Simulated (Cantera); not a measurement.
A Cantera script and its output.

```python
import numpy as np
import cantera as ct

gas = ct.Solution("gri30.yaml")
gas.TPX = 1075, 52000, {'H2': 1.7, 'O2': 1, 'N2': 5.8, 'H2O': 0.55}
reactor = ct.IdealGasConstPressureReactor(gas, energy="off", clone=False)
net = ct.ReactorNet([reactor])
net.rtol, net.atol = 1e-08, 1e-18
show = ['H2', 'O2', 'NO', 'H2O2', 'H']
times = np.geomspace(4e-05, 80, 11)

steps = ct.SolutionArray(gas, extra=["t"])
rows = []
print(f"{'t/s':>10s}{'T/K':>9s}{'P/Pa':>11s}" + "".join(f"{s:>11s}" for s in show))
for t in times:
    while net.time < t:
        t_next = net.step()
        steps.append(gas.state, t=t_next)
    rows.append([np.interp(t, steps.t, y) for y in (steps.T, steps.P, *steps(*show).X.T)])
    print(f"{t:10.3e}{rows[-1][0]:9.1f}{rows[-1][1]:11.4g}" + "".join(f"{x:11.3e}" for x in rows[-1][2:]))
rate = np.gradient(steps.T, steps.t)
print("integrator steps:", len(steps.t))
if steps.T.max() > steps.T[0] + 200:
    print(f"time of steepest temperature rise: {steps.t[rate.argmax()]:.4e} s")
gas.TPX = 1075, 52000, {'H2': 1.7, 'O2': 1, 'N2': 5.8, 'H2O': 0.55}
gas.equilibrate("TP")
print(f"equilibrium (TP): T = {gas.T:.1f} K  " + "  ".join(f"{s} {gas[s].X[0]:.3e}" for s in show))
```

Output:

```
       t/s      T/K       P/Pa         H2         O2         NO       H2O2          H
 4.000e-05   1075.0    5.2e+04  1.878e-01  1.105e-01  8.229e-21  1.234e-11  6.845e-09
 1.707e-04   1075.0    5.2e+04  1.878e-01  1.105e-01  4.064e-14  3.166e-08  1.797e-05
 7.282e-04   1075.0    5.2e+04  5.593e-03  2.098e-02  1.531e-06  4.018e-06  8.195e-04
 3.107e-03   1075.0    5.2e+04  7.804e-04  1.865e-02  1.516e-06  1.524e-06  1.283e-05
 1.326e-02   1075.0    5.2e+04  1.991e-04  1.838e-02  1.359e-06  3.395e-07  5.676e-07
 5.657e-02   1075.0    5.2e+04  6.238e-05  1.832e-02  1.030e-06  4.755e-08  4.763e-08
 2.414e-01   1075.0    5.2e+04  1.072e-05  1.830e-02  8.649e-07  3.453e-09  3.756e-09
 1.030e+00   1075.0    5.2e+04  3.367e-07  1.829e-02  1.185e-06  2.565e-10  5.962e-11
 4.394e+00   1075.0    5.2e+04  5.335e-09  1.829e-02  1.482e-06  7.257e-11  1.288e-12
 1.875e+01   1075.0    5.2e+04  1.989e-09  1.829e-02  1.533e-06  1.702e-10  8.778e-13
 8.000e+01   1075.0    5.2e+04  1.985e-09  1.829e-02  1.534e-06  1.855e-10  9.160e-13
integrator steps: 1836
equilibrium (TP): T = 1075.0 K  H2 1.985e-09  O2 1.828e-02  NO 1.894e-05  H2O2 1.843e-10  H 9.127e-13
```

Model: GRI-Mech 3.0 (53 species, 325 reactions), integrated in Cantera. The temperature is held fixed by assumption; the heat of reaction is taken as removed at once.
